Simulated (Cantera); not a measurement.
Feed: 1 mol SiH4, 5.2 mol NH3, 0.76 mol N2, held at 1098 K and 0.0390 bar.

Equilibrium computed with Cantera from the NASA thermochemical tables; the gas is ideal and each condensed phase is pure. Candidate condensed phases: Si, Si3N4; 18 gas species. Rates play no part.

Base state: H2 0.784, N2 0.216 (mole fractions); condensed: Si3N4(s).

Q: What changes in the equilibrium state with this change: temperature from 1098 K to 2075 K?

A: 
```tsv
species	before	after
H2	0.784	0.732
N2	0.216	0.253
H	1.11e-7	0.0115
Si	<1e-9	0.00261
SiH	<1e-9	0.000253
SiH2	<1e-9	0.000117
Si3N4(s), mol	0.333	0
Si(l), mol	0	0.957
```
The tables' values for SiN are old estimates; treat these amounts as uncertain. Gases not in the tables: Si2H6 and higher silanes.

Q: What changes in the equilibrium state with this change: 1.1 mol O2 added?

A: 
| species | before | after |
|---|---|---|
| H2 | 0.784 | 0.729 |
| N2 | 0.216 | 0.255 |
| H2O | 0 | 0.0152 |
| Si3N4(s), mol | 0.333 | 0 |
| SiO2(β-quartz), mol | 0 | 1.00 |
Further candidate phases: H2O, SiO2, Si2N2O.
